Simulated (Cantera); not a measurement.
Predominance diagram of Ta at 1125 K against the partial pressures of O2 and CO (log10, bar). Cantera with NASA thermochemical tables; ideal gases at 1 bar, condensed phases pure. Candidates: Ta(s), TaC(s), Ta2O5(s). Only these pure phases compete in this equilibrium. TaC: taken at fixed stoichiometry. Not in the tables: Ta2C.

```
log p(CO) \ log p(O2)
        columns: -24, -22.5, -21.1, -19.6, -18.1, -16.6, -15.2, -13.7, -12.2, -10.8, -9.3, -7.8, -6.4, -4.9, -3.4, -1.9, -0.5, 1
      0  A A A B B B B A A A A A A A A A A A
   -1.2  A A B B B B B B A A A A A A A A A A
   -2.4  C B B B B B B B B B A A A A A A A A
   -3.6  B B B B B B B B B B B A A A A A A A
   -4.9  B B B B B B B B B B B B B A A A A A
   -6.1  B B B B B B B B B B B B B B B A A A
   -7.3  B B B B B B B B B B B B B B B B A A
   -8.5  B B B B B B B B B B B B B B B B B B
   -9.7  B B B B B B B B B B B B B B B B B B
  -10.9  B B B B B B B B B B B B B B B B B B
  -12.1  B B B B B B B B B B B B B B B B B B
  -13.4  B B B B B B B B B B B B B B B B B B
  -14.6  B B B B B B B B B B B B B B B B B B
  -15.8  B B B B B B B B B B B B B B B B B B
    -17  B B B B B B B B B B B B B B B B B B
```

A: out of reach (another gas would pass 10 bar, or a non-metal would condense); B: Ta2O5(s); C: TaC(s).
